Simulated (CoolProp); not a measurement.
Vapour-liquid equilibrium of n-butane (1) + R113 (2) at 493 kPa; x and y are mole fractions of (1).

Values from CoolProp's multi-fluid Helmholtz-energy mixture model, Bücker 2006 and Marx 1992; pair parameters Bell 2016.

| x | bubble temperature (°C) | y at the bubble point | dew temperature at overall composition x (°C) | liquid density (mol/L) |
|---|---|---|---|---|
| 0.05 | 99.7 | 0.149 | ? | ? |
| 0.125 | 92.3 | 0.328 | 100.6 | 7.526 |
| 0.2 | 85.8 | 0.465 | ? | ? |
| 0.275 | 80.2 | 0.570 | 94.6 | 7.855 |
| 0.35 | 75.4 | 0.654 | 91.3 | 8.010 |
| 0.425 | 71.2 | 0.720 | 87.8 | 8.160 |
| 0.5 | 67.5 | 0.775 | 84.0 | 8.307 |
| 0.575 | 64.2 | 0.821 | 80.0 | 8.454 |
| 0.65 | 61.2 | ? | 75.6 | 8.601 |
| 0.725 | 58.4 | 0.895 | 70.9 | 8.750 |
| 0.8 | ? | 0.926 | 65.7 | 8.902 |
| 0.875 | 53.5 | 0.955 | 60.0 | 9.060 |
| 0.95 | 51.3 | ? | 53.9 | 9.223 |

What belongs in the gaps?


- 0.05, dew temperature at overall composition x (°C): 103.4
- 0.05, liquid density (mol/L): 7.348
- 0.2, dew temperature at overall composition x (°C): 97.7
- 0.2, liquid density (mol/L): 7.695
- 0.65, y at the bubble point: 0.860
- 0.8, bubble temperature (°C): 55.9
- 0.95, y at the bubble point: 0.982

No azeotrope shows between x = 0.05 and 0.95.

Pair parameters are fitted to limited data, so mixtures are less certain than the pure fluids.
